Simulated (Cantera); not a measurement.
Cantera run:

```python
import numpy as np
import cantera as ct

gas_names = [...]  # 109 gases of nasa_gas.yaml made of C, Cl, H, Si
cond_names = """
    C(gr) C6H6(L) C7H8(L) C8H18(L),n-octa Si(cr) Si(L) SiC(b)
""".split()


# ... load() reads the species with a 1 bar reference pressure and builds the phases ...
atoms = {
    'Si(CH3)4': {'Si': 1, 'C': 4, 'H': 12},
    'C3H8': {'C': 3, 'H': 8},
    'H2': {'H': 2},
    'HCl': {'H': 1, 'CL': 1},
}
top_T = {'C(gr)': 4500, 'SiC(b)': 3050}  # K; cautious upper limits of use, not melting points


# ... equilibrate(T, P, feed) seeds the gas with the atoms and calls Mixture.equilibrate('TP', solver="vcs", rtol=1e-11, max_steps=5000) ...
results = []
feed = {'Si(CH3)4': 1, 'C3H8': 0.042, 'H2': 1.7, 'HCl': 0.15}  # mol
P = 1000  # Pa
for T in [1150, 1300, 1450, 1600, 1750, 1900, 2050, 2200, 2350]:
    mix = equilibrate(T, P, feed)
    results.append((T, P, feed, dict(zip(mix.species_names, mix.species_moles))))

top = {s: max(r[3][s] / sum(r[3][g] for g in gas_names) for r in results) for s in gas_names}
cols = sorted((s for s in top if top[s] > 0.0001), key=lambda s: -top[s])[:6]
seen = [c for c in cond_names if any(r[3].get(c, 0) > 1e-12 for r in results)]
print("log10 of partial pressures in bar; condensed amounts in mol")
print(f"{'T/K':>10s}" + "".join(f"{s[:9]:>10s}" for s in cols + seen))
for T, P, feed, n in results:
    ng = sum(n[g] for g in gas_names)
    print(f"{T:10.4g}" + "".join(f"{np.log10(max(n[s] / ng * P / 1e5, 1e-99)):10.3f}" for s in cols)
          + "".join(f"{n.get(c, 0):10.4g}" for c in seen))
```

Output:

```
log10 of partial pressures in bar; condensed amounts in mol
       T/K        H2         H        Si       HCL C2H2,acet      SiC2     C(gr)    SiC(b)
      1150    -2.008    -8.131   -15.615    -3.728    -9.421   -20.086     3.124         1
      1300    -2.008    -6.960   -12.892    -3.728    -8.248   -16.512     3.125         1
      1450    -2.008    -6.028   -10.737    -3.728    -7.320   -13.687     3.126    0.9999
      1600    -2.008    -5.269    -8.989    -3.729    -6.569   -11.399     3.126    0.9999
      1750    -2.009    -4.638    -7.544    -3.730    -5.949    -9.511     3.124    0.9998
      1900    -2.012    -4.106    -6.329    -3.734    -5.430    -7.926     3.121    0.9992
      2050    -2.019    -3.654    -5.295    -3.743    -4.993    -6.579     3.114    0.9945
      2200    -2.036    -3.267    -4.403    -3.766    -4.627    -5.420     3.121    0.9572
      2350    -2.079    -2.944    -3.626    -3.820    -4.337    -4.413     3.249     0.707
```

Method: chemical equilibrium by Gibbs-energy minimisation in Cantera with the NASA 1993 tables (ideal gas, pure condensed phases). The tables' values for SiCl are old estimates; treat these amounts as uncertain. Gases not in the tables: Si2H6 and higher silanes.
